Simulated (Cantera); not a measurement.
An isothermal, constant-pressure homogeneous reactor starts with H2 : O2 = 0.0085 : 1 (molar parts), equivalence ratio 0.0043, at 1073 K and 0.0133 bar.

Model: GRI-Mech 3.0 (53 species, 325 reactions), integrated in Cantera. Radical loss at walls, strong at low pressure, is not modelled.

x: mole fraction; the columns are a selection and need not sum to one.

```tsv
t (s)	x H2	x O2	x H2O2	x O	x H
0.000800	0.00843	0.992	<1e-12	5.88e-10	1.20e-10
0.00289	0.00843	0.992	<1e-12	1.09e-8	1.37e-9
0.0104	0.00837	0.992	1.31e-10	4.05e-5	4.94e-6
0.0376	?	0.986	?	?	?
0.136	1.45e-5	0.989	1.61e-8	0.00270	0.000105
0.490	3.13e-6	0.991	1.37e-8	0.000593	1.09e-5
1.77	3.64e-7	0.991	7.69e-9	7.16e-5	4.57e-7
6.38	3.82e-8	0.992	2.29e-9	7.79e-6	1.65e-8
23.0	5.04e-9	0.992	4.80e-10	1.06e-6	8.28e-10
83.1	8.90e-10	0.992	1.02e-10	1.91e-7	6.35e-11
300	1.98e-10	0.992	2.46e-11	?	6.77e-12
```

Complete the blanks.


- 0.0376, x H2: 3.31e-5
- 0.0376, x H2O2: 1.74e-8
- 0.0376, x O: 0.00557
- 0.0376, x H: 0.000322
- 300, x O: 4.30e-8
